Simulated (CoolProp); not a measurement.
Values from CoolProp's reference Helmholtz-energy equation of state, Lemmon 2006. It is a short technical equation, of lower accuracy than the large ones.

**Question.** For carbon monoxide, give the phase and the density (kg/m³), cp (kJ/(kg K)), cv (kJ/(kg K)), isothermal compressibility (1/MPa) at -130.25 °C and 0.7 MPa; -130.25 °C and 0.933 MPa.

**Answer.** 
- -130.25 °C and 0.7 MPa: gas; density 17.5, cp 1.13, cv 0.760, isothermal compressibility 1.52
- -130.25 °C and 0.933 MPa: gas; density 23.8, cp 1.17, cv 0.767, isothermal compressibility 1.16
